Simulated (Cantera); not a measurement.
**Equilibrium for tantalum, niobium, vanadium and zirconium in process gases: Zr + H2O**

Feed: 1 mol Zr, 5.4 mol H2O.

Equilibrium computed with Cantera from the NASA thermochemical tables; the gas is ideal and each condensed phase is pure. Candidate condensed phases: H2O, Zr, ZrO2; 12 gas species. The numbers say what is thermodynamically allowed, not how fast it happens.

Stable condensed phases:

```
T in K \ P in Pa
            0.10    0.60     3.6      22     130     770    4600   28000  170000 1000000
   2598        A       A       B       B       B       B       B       B       B       B
   2523        A       A       B       B       B       B       B       B       B       B
   2448        A       B       B       B       B       B       B       B       B       B
   2373        A       B       B       B       B       B       B       B       B       B
   2298        B       B       B       B       B       B       B       B       B       B
   2223        B       B       B       B       B       B       B       B       B       B
   2148        B       B       B       B       B       B       B       B       B       B
   2073        B       B       B       B       B       B       B       B       B       B
   1998        B       B       B       B       B       B       B       B       B       B
   1923        B       B       B       B       B       B       B       B       B       B
   1848        B       B       B       B       B       B       B       B       B       B
   1773        B       B       B       B       B       B       B       B       B       B
   1698        B       B       B       B       B       B       B       B       B       B
```

A: gas only; B: ZrO2.
